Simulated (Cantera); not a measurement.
Charge: 1 mol CaO, a varied amount of HBr, 0.12 mol O2, at 1600 °C and 0.133 bar.

These are equilibrium values from Cantera (NASA tables, ideal gas, pure condensed phases), not measurements of a reactor. Candidate condensed phases: Br2, Ca, CaBr2, CaO, Ca(OH)2, H2O; 19 gas species. Rates play no part.

log p: log10 of the partial pressure in bar; nothing condenses.

```tsv
n(HBr) (mol)	log p HBr	log p H2O	log p CaBr2	log p Br	log p H2	log p Br2	log p H
3.9	-1.39	-1.41	-1.50	-1.72	-2.69	-3.78	-4.53
5.5	(withheld)	(withheld)	(withheld)	-1.72	(withheld)	-3.78	(withheld)
7.7	-1.14	-1.70	-1.79	-1.71	-2.22	-3.76	-4.30
11	-1.09	-1.86	-1.95	-1.70	-2.13	-3.75	-4.26
15	-1.06	-1.99	-2.09	-1.70	-2.09	-3.74	-4.23
21	-1.04	(withheld)	(withheld)	-1.69	-2.05	-3.73	-4.22
30	-1.03	-2.29	-2.39	-1.69	-2.03	-3.72	-4.20
42	-1.02	-2.44	-2.53	-1.69	-2.01	-3.72	-4.20
```

Problem. What belongs in the gaps?

Solution. 
- 21, log p H2O: -2.14
- 21, log p CaBr2: -2.23
- 5.5, log p HBr: -1.23
- 5.5, log p H2O: -1.55
- 5.5, log p CaBr2: -1.65
- 5.5, log p H2: -2.37
- 5.5, log p H: -4.38
